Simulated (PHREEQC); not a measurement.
A solution holds 20 mmol/kgw Cu(NO3)2 and 0.47 mmol/kgw H2SO4, at 25 °C. Closed to the air; pH follows from the charge balance.

Computed with PHREEQC (ion-association model, wateq4f.dat).

Each row changes one thing in this solution. Precipitation was switched off in this run.

| case | pH | ionic strength (mol/kgw) | SO4-2 (mol/kgw) | HSO4- (mol/kgw) |
|---|---|---|---|---|
| as made | 3.10 | 0.0606 | 0.000255 | 1.05e-5 |
| Cu(NO3)2 left out | 3.06 | 0.00134 | 0.000437 | ? |
| H2SO4 from 0.00047 to 4.7e-05 mol/kgw | 4.08 | 0.0600 | 2.59e-5 | ? |
| diluted 2-fold with water | ? | 0.0304 | 0.000147 | 3.61e-6 |
| H2SO4 from 0.00047 to 0.0047 mol/kgw | 2.14 | 0.0660 | 0.00226 | 0.000840 |

Q: What belongs in the gaps?

A: 
- Cu(NO3)2 left out, HSO4- (mol/kgw): 3.28e-5
- H2SO4 from 0.00047 to 4.7e-05 mol/kgw, HSO4- (mol/kgw): 1.13e-7
- diluted 2-fold with water, pH: 3.39
